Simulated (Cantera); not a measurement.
Input (Python, Cantera) and output of one run.

```python
import numpy as np
import cantera as ct

gas_names = """
    H HNO HNO2 HNO3 HO2 H2 H2O H2O2 N NH NH2 NH3 NH2OH NO NO2 NO3 N2 N2H2 N2H4 N2O O OH O2 O3 Si SiH
    SiH2 SiH3 SiH4 SiN SiO SiO2 Si2 Si2N Si3
""".split()
cond_names = """
    H2O(s) H2O(L) Si(cr) Si(L) SiO2(Lqz) SiO2(hqz) SiO2(L) Si2N2O(s) Si3N4(a)
""".split()


def load(file, names, dense=False):
    # The tables refer to 1 bar. Condensed volumes are neglected.
    table = {s.name: s for s in ct.Species.list_from_file(file)}
    out = []
    for n in names:
        d = dict(table[n].input_data)
        d["thermo"] = dict(d["thermo"], **{"reference-pressure": 1e5})
        if dense:
            d["equation-of-state"] = {"model": "constant-volume", "density": "1e6 g/cm^3"}
        out.append(ct.Species.from_dict(d))
    return out


gas = ct.Solution(thermo="ideal-gas", species=load("nasa_gas.yaml", gas_names))
cond = {s.name: ct.Solution(thermo="fixed-stoichiometry", species=[s], name=s.name)
        for s in load("nasa_condensed.yaml", cond_names, dense=True)}
atoms = {
    'Si2H6': {'Si': 2, 'H': 6},
    'H2O': {'H': 2, 'O': 1},
    'N2': {'N': 2},
}
top_T = {'Si2N2O(s)': 2100, 'Si3N4(a)': 2400}  # K; cautious upper limits of use, not melting points


def equilibrate(T, P, feed):
    n = {}
    for name, mol in feed.items():
        for a, k in atoms[name].items():
            n[a] = n.get(a, 0.0) + k * mol
    gas.TPX = T, P, n
    mass = sum(n.values()) * gas.mean_molecular_weight
    gas.equilibrate("TP")
    valid = [c for c in cond.values() if c.min_temp <= T <= top_T.get(c.name, c.max_temp)]
    mix = ct.Mixture([(gas, mass / gas.mean_molecular_weight)] + [(c, 0.0) for c in valid])
    mix.T, mix.P = T, P
    mix.equilibrate("TP", solver="vcs", rtol=1e-11, max_steps=5000)
    return mix


results = []
feed = {'Si2H6': 1, 'H2O': 1.8, 'N2': 15}  # mol
P = 13332.2  # Pa
for T in [1200, 1250, 1300, 1350, 1400, 1450, 1500, 1550, 1600, 1650, 1700, 1750, 1800, 1850]:
    mix = equilibrate(T, P, feed)
    results.append((T, P, feed, dict(zip(mix.species_names, mix.species_moles))))
    x = sorted(zip(gas.X, gas.species_names), reverse=True)
    print(f"T = {T:g} K  P = {P:g} Pa  gas = {mix.phase_moles(0):.4g} mol")
    print("   x: " + "  ".join(f"{s} {v:.3e}" for v, s in x if v > 1e-06))
    print("   condensed (mol): " + ("  ".join(f"{mix.phase(i).name} {mix.phase_moles(i):.4g}"
          for i in range(1, mix.n_phases) if mix.phase_moles(i) > 1e-12) or "none"))
```

It prints:

```
T = 1200 K  P = 13332.2 Pa  gas = 19.07 mol
   x: N2 7.482e-01  H2 2.517e-01  H2O 4.010e-05  NH3 2.784e-06
   condensed (mol): SiO2(hqz) 0.5328  Si2N2O(s) 0.7336
T = 1250 K  P = 13332.2 Pa  gas = 19.07 mol
   x: N2 7.482e-01  H2 2.517e-01  H2O 4.722e-05  NH3 2.224e-06
   condensed (mol): SiO2(hqz) 0.5327  Si2N2O(s) 0.7336
T = 1300 K  P = 13332.2 Pa  gas = 19.07 mol
   x: N2 7.482e-01  H2 2.517e-01  H2O 5.487e-05  NH3 1.806e-06  H 1.520e-06
   condensed (mol): SiO2(hqz) 0.5326  Si2N2O(s) 0.7337
T = 1350 K  P = 13332.2 Pa  gas = 19.07 mol
   x: N2 7.482e-01  H2 2.517e-01  H2O 6.300e-05  H 3.274e-06  NH3 1.490e-06
   condensed (mol): SiO2(hqz) 0.5325  Si2N2O(s) 0.7337
T = 1400 K  P = 13332.2 Pa  gas = 19.07 mol
   x: N2 7.482e-01  H2 2.517e-01  H2O 7.158e-05  H 6.683e-06  SiO 2.026e-06  NH3 1.245e-06
   condensed (mol): SiO2(hqz) 0.5324  Si2N2O(s) 0.7338
T = 1450 K  P = 13332.2 Pa  gas = 19.07 mol
   x: N2 7.482e-01  H2 2.517e-01  H2O 8.056e-05  H 1.299e-05  SiO 8.984e-06  NH3 1.054e-06
   condensed (mol): SiO2(hqz) 0.5323  Si2N2O(s) 0.7338
T = 1500 K  P = 13332.2 Pa  gas = 19.07 mol
   x: N2 7.482e-01  H2 2.516e-01  H2O 8.991e-05  SiO 3.598e-05  H 2.418e-05
   condensed (mol): SiO2(hqz) 0.532  Si2N2O(s) 0.7337
T = 1550 K  P = 13332.2 Pa  gas = 19.07 mol
   x: N2 7.481e-01  H2 2.516e-01  SiO 1.315e-04  H2O 9.958e-05  H 4.326e-05
   condensed (mol): SiO2(hqz) 0.5312  Si2N2O(s) 0.7331
T = 1600 K  P = 13332.2 Pa  gas = 19.08 mol
   x: N2 7.479e-01  H2 2.515e-01  SiO 4.419e-04  H2O 1.095e-04  H 7.467e-05
   condensed (mol): SiO2(hqz) 0.5291  Si2N2O(s) 0.7312
T = 1650 K  P = 13332.2 Pa  gas = 19.1 mol
   x: N2 7.473e-01  H2 2.511e-01  SiO 1.378e-03  H 1.247e-04  H2O 1.195e-04
   condensed (mol): SiO2(hqz) 0.523  Si2N2O(s) 0.7253
T = 1700 K  P = 13332.2 Pa  gas = 19.17 mol
   x: N2 7.455e-01  H2 2.502e-01  SiO 4.008e-03  H 2.018e-04  H2O 1.293e-04
   condensed (mol): SiO2(L) 0.5061  Si2N2O(s) 0.7085
T = 1750 K  P = 13332.2 Pa  gas = 19.35 mol
   x: N2 7.409e-01  H2 2.478e-01  SiO 1.091e-02  H 3.171e-04  H2O 1.368e-04
   condensed (mol): SiO2(L) 0.4612  Si2N2O(s) 0.6638
T = 1800 K  P = 13332.2 Pa  gas = 19.81 mol
   x: N2 7.294e-01  H2 2.419e-01  SiO 2.812e-02  H 4.823e-04  H2O 1.415e-04
   condensed (mol): SiO2(L) 0.3457  Si2N2O(s) 0.5485
T = 1850 K  P = 13332.2 Pa  gas = 21.01 mol
   x: N2 7.020e-01  H2 2.279e-01  SiO 6.926e-02  H 7.044e-04  H2O 1.397e-04
   condensed (mol): SiO2(L) 0.04623  Si2N2O(s) 0.2491
```

Cantera equilibrium calculation (NASA polynomials, part measured and part estimated; ideal gas, pure solids and liquids). The feed counts by its element totals alone. N2 is the only nitrogen source here; it is nearly inert below about 1500 K, so the nitride shown seldom forms there in practice. Mutual solubility and eutectic melting of coexisting phases are not modelled. The tables hold silica as quartz up to 1696 K and as liquid above; real silica turns to tridymite and cristobalite and melts near 1996 K.
